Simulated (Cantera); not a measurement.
A Cantera script and its output.

```python
import numpy as np
import cantera as ct

gas = ct.Solution("h2o2.yaml")
gas.TPX = 1000, 32000, {'H2': 0.61, 'O2': 1, 'N2': 1.2}
inlet = ct.Reservoir(gas, clone=True)

reactor = ct.IdealGasConstPressureReactor(gas, energy="off", clone=False)
exhaust = ct.Reservoir(gas, clone=True)
tau = [5, 1.2, 0.29, 0.07, 0.017, 0.0041, 0.00098, 0.00024][0]
for a, b in ((inlet, reactor), (reactor, exhaust)):
    ct.MassFlowController(a, b, mdot=lambda t: reactor.mass / tau)
net = ct.ReactorNet([reactor])
show = ['H2', 'O2', 'H2O', 'O', 'OH', 'H']

rows = []
print(f"{'tau/s':>10s}{'T/K':>9s}" + "".join(f"{s:>11s}" for s in show))
for tau in [5, 1.2, 0.29, 0.07, 0.017, 0.0041, 0.00098, 0.00024]:
    net.initial_time = 0.0
    net.advance(30 * tau)
    before = gas.X
    net.advance(40 * tau)
    drift = np.max(np.abs(gas.X - before) / (gas.X + 1e-9))
    rows.append([gas.T, *gas[show].X, drift])
    print(f"{tau:10.3e}{gas.T:9.1f}" + "".join(f"{x:11.3e}" for x in gas[show].X))
```

Result:

```
     tau/s      T/K         H2         O2        H2O          O         OH          H
 5.000e+00   1000.0  2.152e-03  2.782e-01  2.411e-01  2.698e-06  4.233e-06  3.678e-07
 1.200e+00   1000.0  4.929e-03  2.792e-01  2.379e-01  6.663e-06  7.441e-06  1.449e-06
 2.900e-01   1000.0  8.480e-03  2.804e-01  2.339e-01  1.817e-05  1.751e-05  5.689e-06
 7.000e-02   1000.0  1.186e-02  2.816e-01  2.301e-01  5.597e-05  5.124e-05  2.301e-05
 1.700e-02   1000.0  1.754e-02  2.835e-01  2.236e-01  1.596e-04  1.396e-04  9.290e-05
 4.100e-03   1000.0  2.821e-02  2.872e-01  2.113e-01  4.110e-04  3.427e-04  3.718e-04
 9.800e-04   1000.0  4.751e-02  2.937e-01  1.886e-01  9.736e-04  7.655e-04  1.445e-03
 2.400e-04   1000.0  7.985e-02  3.046e-01  1.494e-01  2.077e-03  1.481e-03  4.995e-03
```

Cantera simulation using the H2/O2 subset of GRI-Mech 3.0, which has no nitrogen chemistry; the numbers are that mechanism's predictions, not measurements. The temperature is held fixed by assumption; the heat of reaction is taken as removed at once.
